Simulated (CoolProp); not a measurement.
Properties of fluorine along the isobar 1940 kPa.

The numbers come from the reference Helmholtz-energy equation of state, de Reuck 1990 in CoolProp.

```csv
T (°C),phase,density (kg/m³),cp (kJ/(kg K)),Joule-Thomson coefficient (K/MPa),isothermal compressibility (1/MPa)
-189.65,liquid,1517,1.498,-0.2746,0.001665
-180.75,liquid,1454,1.529,-0.2397,0.002228
-171.85,liquid,1386,1.580,-0.1875,0.003078
-162.95,liquid,1310,1.661,-0.1059,0.004514
-154.05,liquid,1221,1.818,0.03848,0.007476
-145.15,gas,88.19,1.215,10.33,0.6962
-136.25,gas,77.61,1.070,8.889,0.6361
-127.35,gas,70.03,0.9926,7.794,0.6035
-118.45,gas,64.16,0.9442,6.910,0.5829
-109.55,gas,59.41,0.9112,6.174,0.5687
-100.65,gas,55.45,0.8878,5.550,0.5584
-91.75,gas,52.07,0.8707,5.016,0.5506
-82.85,gas,49.14,0.8583,4.554,0.5446
-73.95,gas,46.57,0.8491,4.153,0.5399
-65.05,gas,44.28,0.8426,3.803,0.5361
```
